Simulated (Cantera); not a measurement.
Carbothermic reduction: Fe2O3 + CO + H2 + CH4

Charge: 1 mol Fe2O3, 0.76 mol CO, 0.49 mol H2, 0.66 mol CH4.

These are equilibrium values from Cantera (NASA tables, ideal gas, pure condensed phases), not measurements of a reactor. Candidate condensed phases: C, C6H6, C7H8, C8H18, Fe, Fe(CO)5, FeO, Fe(OH)2, Fe(OH)3, Fe2O3, Fe3O4, H2O; 114 gas species. Each liquid is taken as pure. Mutual solubility and eutectic melting of coexisting phases are not modelled. The tables' stoichiometric FeO is somewhat more stable than real wüstite, so its field is too wide. FeO: taken at fixed stoichiometry. Rates play no part.

Stable condensed phases:

```
T in K \ P in Pa
              10      36     130     460    1700    6000   22000   77000  280000 1000000
   2473        A       A       A       A       B       B       B       C       C       C
   2323        A       A       A       B       B       B       C       C       C       C
   2173        A       A       B       B       B       C       C       C       C       C
   2023        A       B       B       B       C       C       C       C       C       C
   1873        B       B       C       C       C       C       C       C       C       C
   1723        C       C       C       C       C       C       C       C       C       C
   1573        C       C       C       C       C       C       C       C       C       C
   1423        C       C       C       C       C       C       C       C       C       C
   1273        C       C       C       C       C       C       C       C       C       C
   1123        C       C       C       C       C       C       C       C       C       C
```

A: gas only; B: FeO; C: Fe + FeO.
